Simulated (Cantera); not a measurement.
An adiabatic, constant-pressure homogeneous reactor starts with 3.43 % CH4, 0.127 % C2H6, 20.3 % O2, 76.1 % N2, at 1400 K and 12.0 bar.

Detailed kinetics in Cantera: GRI-Mech 3.0 (53 species, 325 reactions). The pressure lies above the range GRI-Mech 3.0 was tuned for (to about 10 atm).

Q: Predict: time of steepest temperature rise; temperature at 2.00 s; equilibrium temperature; x(O2) at 2.00 s; x(OH) at 2.00 s; x(CO) at 2.00 s.

A: 
- time of steepest temperature rise = 0.178 ms
- temperature at 2.00 s = 2151 K
- equilibrium temperature = 2151 K
- x(O2) at 2.00 s = 0.125 (gas-phase equilibrium 0.125)
- x(OH) at 2.00 s = 0.00162 (gas-phase equilibrium 0.00162)
- x(CO) at 2.00 s = 0.000128 (gas-phase equilibrium 0.000128)
